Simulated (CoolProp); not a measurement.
C3F8 (R218) along the isotherm 390.7 K: fugacity coefficient from the reference equation and from simpler models built on Tc = 345.0 K, pc = 2640 kPa, ω = 0.317; each cubic takes its own stable root.

Computed with CoolProp (reference Helmholtz-energy equation of state, Lemmon 2006). It is a short technical equation, of lower accuracy than the large ones.

```csv
p (kPa),phase,reference,van der Waals,Redlich-Kwong,Peng-Robinson
305,gas,0.9759,0.9748,0.9728,0.9714
609,gas,0.9521,0.9499,0.9462,0.9435
914,gas,0.9283,0.9250,0.9198,0.9161
1220,gas,0.9046,0.9001,0.8936,0.8892
1520,gas,0.8815,0.8758,0.8684,0.8635
1830,gas,0.8578,0.8507,0.8426,0.8375
2130,gas,0.8350,0.8264,0.8179,0.8129
2440,gas,0.8115,0.8013,0.7928,0.7881
2740,supercritical,0.7890,0.7769,0.7688,0.7647
3050,supercritical,0.7660,0.7515,0.7442,0.7411
3350,supercritical,0.7440,0.7267,0.7208,0.7188
3660,supercritical,0.7216,0.7009,0.6969,0.6966
3960,supercritical,0.7003,0.6759,0.6743,0.6757
```
